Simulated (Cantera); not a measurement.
Cantera run:

```python
import numpy as np
import cantera as ct

gas_names = """
    B BH BH2 BH3 BO BO2 B2 B2O B2O2 B2O3 B3O3H3 H HBO HBO2 HO2 H2 H2O H2O2 H3B3O6 O OH O2 O3
""".split()
cond_names = """
    B(b) B(L) B2O3(L) B3O3H3(cr) H2O(s) H2O(L)
""".split()


# ... load() reads the species with a 1 bar reference pressure and builds the phases ...
atoms = {
    'B2O3': {'B': 2, 'O': 3},
    'H2O': {'H': 2, 'O': 1},
    'H2': {'H': 2},
}
top_T = {}  # K; cautious upper limits of use, not melting points


# ... equilibrate(T, P, feed) seeds the gas with the atoms and calls Mixture.equilibrate('TP', solver="vcs", rtol=1e-11, max_steps=5000) ...
results = []
feed = {'B2O3': 1, 'H2O': 2.6, 'H2': 190}  # mol
P = 1333.22  # Pa
for T in [1325, 1375, 1425, 1475, 1525, 1575, 1625, 1675, 1725, 1775]:
    mix = equilibrate(T, P, feed)
    results.append((T, P, feed, dict(zip(mix.species_names, mix.species_moles))))

top = {s: max(r[3][s] / sum(r[3][g] for g in gas_names) for r in results) for s in gas_names}
cols = sorted((s for s in top if top[s] > 1e-05), key=lambda s: -top[s])[:5]
seen = [c for c in cond_names if any(r[3].get(c, 0) > 1e-12 for r in results)]
print("log10 of partial pressures in bar; condensed amounts in mol")
print(f"{'T/K':>10s}" + "".join(f"{s[:9]:>10s}" for s in cols + seen))
for T, P, feed, n in results:
    ng = sum(n[g] for g in gas_names)
    print(f"{T:10.4g}" + "".join(f"{np.log10(max(n[s] / ng * P / 1e5, 1e-99)):10.3f}" for s in cols)
          + "".join(f"{n.get(c, 0):10.4g}" for c in seen))
```

Output:

```
log10 of partial pressures in bar; condensed amounts in mol
       T/K        H2       H2O      HBO2         H       HBO   B2O3(L)
      1325    -1.882    -3.812    -4.290    -6.727    -6.158    0.6179
      1375    -1.883    -3.860    -4.073    -6.406    -5.726    0.3544
      1425    -1.883    -3.925    -3.902    -6.108    -5.336         0
      1475    -1.884    -3.918    -3.911    -5.829    -5.207         0
      1525    -1.884    -3.910    -3.920    -5.568    -5.090         0
      1575    -1.884    -3.901    -3.931    -5.323    -4.984         0
      1625    -1.884    -3.891    -3.943    -5.093    -4.888         0
      1675    -1.884    -3.880    -3.956    -4.877    -4.801         0
      1725    -1.885    -3.869    -3.970    -4.673    -4.722         0
      1775    -1.885    -3.857    -3.986    -4.481    -4.652         0
```

These are equilibrium values from Cantera (NASA tables, ideal gas, pure condensed phases), not measurements of a reactor. Gases not in the tables: H3BO3.
